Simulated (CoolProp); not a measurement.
Saturation properties of dimethyl carbonate (Tc = 557.0 K, pc = 4.909 MPa, ω = 0.346).

Model: reference Helmholtz-energy equation of state, Zhou 2011, in CoolProp.

```json
[
 {"T (K)": "319.1", "p (MPa)": "0.01956", "liquid density (kg/m³)": "1035", "vapour density (kg/m³)": "0.6697", "liquid cp (kJ/(kg K))": "1.865", "surface tension (mN/m)": "25.3"},
 {"T (K)": "336.5", "p (MPa)": "0.03980", "liquid density (kg/m³)": "1012", "vapour density (kg/m³)": "1.300", "liquid cp (kJ/(kg K))": "1.897", "surface tension (mN/m)": "22.8"},
 {"T (K)": "353.8", "p (MPa)": "0.07424", "liquid density (kg/m³)": "987.4", "vapour density (kg/m³)": "2.327", "liquid cp (kJ/(kg K))": "1.935", "surface tension (mN/m)": "20.3"},
 {"T (K)": "371.2", "p (MPa)": "0.1297", "liquid density (kg/m³)": "962.6", "vapour density (kg/m³)": "3.921", "liquid cp (kJ/(kg K))": "1.978", "surface tension (mN/m)": "17.9"},
 {"T (K)": "388.6", "p (MPa)": "0.2136", "liquid density (kg/m³)": "936.9", "vapour density (kg/m³)": "6.268", "liquid cp (kJ/(kg K))": "2.026", "surface tension (mN/m)": "15.6"},
 {"T (K)": "405.9", "p (MPa)": "0.3339", "liquid density (kg/m³)": "910.5", "vapour density (kg/m³)": "9.574", "liquid cp (kJ/(kg K))": "2.077", "surface tension (mN/m)": "13.5"},
 {"T (K)": "423.3", "p (MPa)": "0.5019", "liquid density (kg/m³)": "882.7", "vapour density (kg/m³)": "14.16", "liquid cp (kJ/(kg K))": "2.134", "surface tension (mN/m)": "11.4"},
 {"T (K)": "440.7", "p (MPa)": "0.7278", "liquid density (kg/m³)": "853.4", "vapour density (kg/m³)": "20.36", "liquid cp (kJ/(kg K))": "2.196", "surface tension (mN/m)": "9.35"},
 {"T (K)": "458", "p (MPa)": "1.022", "liquid density (kg/m³)": "822.5", "vapour density (kg/m³)": "28.61", "liquid cp (kJ/(kg K))": "2.270", "surface tension (mN/m)": "7.48"},
 {"T (K)": "475.4", "p (MPa)": "1.401", "liquid density (kg/m³)": "788.9", "vapour density (kg/m³)": "39.71", "liquid cp (kJ/(kg K))": "2.363", "surface tension (mN/m)": "5.71"}
]
```

It boils at 363.3 K under 1 atm.

Surface tension comes from a separate correlation (Mulero 2014).
